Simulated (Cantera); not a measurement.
A Cantera script and its output.

```python
import numpy as np
import cantera as ct

gas = ct.Solution("h2o2.yaml")
gas.TPX = 675, 13000, {'H2': 1.3, 'O2': 0.217, 'N2': 0.817}
flame = ct.FreeFlame(gas, width=0.17)
flame.set_refine_criteria(ratio=3, slope=0.08, curve=0.16)
flame.transport_model = "mixture-averaged"
flame.solve(loglevel=0, auto=True)
z, T = flame.grid, flame.T
thick = (T[-1] - T[0]) / np.gradient(T, z).max()
show = ['H2', 'O2', 'H2O2', 'HO2', 'H2O', 'OH']
print(f"laminar burning velocity  {flame.velocity[0] * 100:.3f} cm/s")
print(f"burnt temperature         {T[-1]:.1f} K")
print(f"thermal thickness         {thick * 1e3:.4f} mm")
print(f"grid points               {len(z)}")
z0 = z[flame.heat_release_rate.argmax()]
print(f"{'z/mm':>9s}{'T/K':>9s}{'u/(m/s)':>9s}" + "".join(f"{s:>11s}" for s in show))
rows = []
for k in (-3, -2, -1.5, -1, -0.5, -0.25, 0, 0.25, 0.5, 1, 2, 4, 8):
    zz = z0 + k * thick
    rows.append([k * thick, np.interp(zz, z, T), np.interp(zz, z, flame.velocity),
                 *(np.interp(zz, z, flame.X[gas.species_index(s)]) for s in show)])
    print(f"{rows[-1][0] * 1e3:9.3f}{rows[-1][1]:9.1f}{rows[-1][2]:9.3f}" + "".join(f"{x:11.3e}" for x in rows[-1][3:]))
```

It prints:

```
laminar burning velocity  772.866 cm/s
burnt temperature         2074.3 K
thermal thickness         7.3039 mm
grid points               151
     z/mm      T/K  u/(m/s)         H2         O2       H2O2        HO2        H2O         OH
  -21.912    675.0    7.729  5.570e-01  9.297e-02  1.811e-12  1.889e-11  1.167e-12  1.224e-16
  -14.608    675.0    7.729  5.570e-01  9.297e-02  1.852e-12  5.107e-10  5.293e-11  2.402e-13
  -10.956    675.0    7.729  5.570e-01  9.297e-02  2.603e-12  1.277e-08  1.339e-09  9.879e-12
   -7.304    675.0    7.729  5.570e-01  9.297e-02  3.042e-10  1.206e-06  2.484e-07  3.068e-09
   -3.652    685.0    7.833  5.551e-01  9.275e-02  1.383e-07  2.527e-05  7.224e-04  1.280e-05
   -1.826    774.8    8.773  5.341e-01  8.952e-02  8.113e-08  1.921e-05  9.856e-03  1.202e-04
    0.000   1071.7   11.880  4.122e-01  4.903e-02  8.575e-08  8.126e-06  9.500e-02  1.021e-03
    1.826   1275.7   14.097  3.293e-01  3.686e-03  2.675e-08  6.038e-07  1.841e-01  1.035e-03
    3.652   1351.2   14.864  3.289e-01  2.656e-04  2.176e-08  4.035e-08  1.919e-01  1.089e-03
    7.304   1439.5   15.735  3.373e-01  9.746e-05  2.413e-08  1.386e-08  1.932e-01  1.334e-03
   14.608   1543.5   16.740  3.479e-01  8.550e-05  2.343e-08  1.135e-08  1.945e-01  1.581e-03
   29.216   1653.9   17.786  3.594e-01  6.757e-05  1.828e-08  8.782e-09  1.961e-01  1.732e-03
   58.431   1761.2   18.779  3.708e-01  4.620e-05  1.153e-08  6.278e-09  1.979e-01  1.714e-03
```

Detailed kinetics in Cantera: the H2/O2 subset of GRI-Mech 3.0, which has no nitrogen chemistry. Burning velocities carry a grid error of a few per cent, more on coarse grids.
